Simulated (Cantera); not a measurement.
A Cantera script and its output.

```python
import numpy as np
import cantera as ct

surf = ct.Interface("ptcombust.yaml", "Pt_surf")
gas = surf.adjacent["gas"]
gas.TPX = 300, 7900, {'CH4': 0.082, 'O2': 0.086, 'N2': 0.79}
jet = ct.ImpingingJet(gas=gas, width=0.031, surface=surf)
jet.inlet.mdot, jet.inlet.T, jet.inlet.X = 0.035, 300, {'CH4': 0.082, 'O2': 0.086, 'N2': 0.79}
jet.set_refine_criteria(ratio=10, slope=0.2, curve=0.3)
show, cover = ['CH4', 'O2', 'H2O', 'OH', 'CO', 'CO2'], ["PT(S)", "H(S)", "O(S)", "OH(S)", "CO(S)", "C(S)"]

rows = []
print(f"{'Ts/K':>7s}" + "".join(f"{s:>11s}" for s in show + cover) + "   (gas at the wall, coverages)")
for i, Ts in enumerate([900, 950, 1000, 1050, 1100]):
    jet.surface.T = Ts
    if i == 0:
        surf.TP = Ts, 7900
        surf.coverages = "PT(S):0.5, O(S):0.5"
        surf.advance_coverages(1.0)
        jet.set_initial_guess(products="inlet")
    jet.solve(loglevel=0, auto=(i == 0))
    rows.append([*(jet.X[gas.species_index(s), -1] for s in show), *surf[cover].coverages])
    print(f"{Ts:7g}" + "".join(f"{x:11.3e}" for x in rows[-1]))
```

Result:

```
   Ts/K        CH4         O2        H2O         OH         CO        CO2      PT(S)       H(S)       O(S)      OH(S)      CO(S)       C(S)   (gas at the wall, coverages)
    900  3.313e-02  1.066e-02  8.820e-02  2.053e-11  5.458e-02  8.305e-05  3.480e-01  1.268e-03  2.904e-07  1.180e-06  1.768e-01  4.739e-01
    950  2.611e-02  8.260e-03  8.544e-02  5.794e-11  6.171e-02  8.199e-05  4.142e-01  1.887e-03  2.156e-07  9.907e-07  1.138e-01  4.701e-01
   1000  1.537e-02  4.835e-03  8.087e-02  1.805e-10  7.248e-02  1.822e-04  5.695e-01  2.524e-03  2.566e-07  1.213e-06  1.113e-01  3.167e-01
   1050  8.469e-03  2.791e-03  7.731e-02  6.569e-10  7.897e-02  7.189e-04  7.803e-01  2.785e-03  5.788e-07  1.947e-06  1.082e-01  1.087e-01
   1100  6.607e-03  2.272e-03  7.540e-02  2.301e-09  7.979e-02  1.945e-03  8.907e-01  2.570e-03  1.368e-06  2.783e-06  7.237e-02  3.434e-02
```

Computed with Cantera and Deutschmann's 1995 Pt surface mechanism with GRI-Mech 3.0 gas chemistry. Catalytic surfaces can have several steady states; this one follows from the mechanism file's or the stated starting coverage.
